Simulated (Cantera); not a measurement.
Feed: 1 mol Si, 6.8 mol H₂O, 1.3 mol CO, equilibrated at 0.00360 bar.

Equilibrium computed with Cantera from the NASA thermochemical tables; the gas is ideal and each condensed phase is pure. Candidate condensed phases: C, C₆H₆, C₇H₈, C₈H₁₈, H₂O, Si, SiC, SiO₂; 123 gas species. The tables hold silica as quartz up to 1696 K and as liquid above; real silica turns to tridymite and cristobalite and melts near 1996 K. Rates play no part.

Task: Which condensed phases are stable at each of these points (T (K)): 1100, 1200, 1300, 1400, 1500, 1600, 1700, 1800?

Result: 
```csv
T (K),condensed phases,Si condensed (%)
1100,SiO₂(β-quartz),100.0
1200,SiO₂(β-quartz),100.0
1300,SiO₂(β-quartz),100.0
1400,SiO₂(β-quartz),100.0
1500,SiO₂(β-quartz),100.0
1600,SiO₂(β-quartz),100.0
1700,SiO₂(condensed),100.0
1800,SiO₂(condensed),99.7
```

From 1100 K to 1600 K the condensed part is SiO₂(β-quartz). From 1700 K to 1800 K the condensed part is SiO₂(condensed).
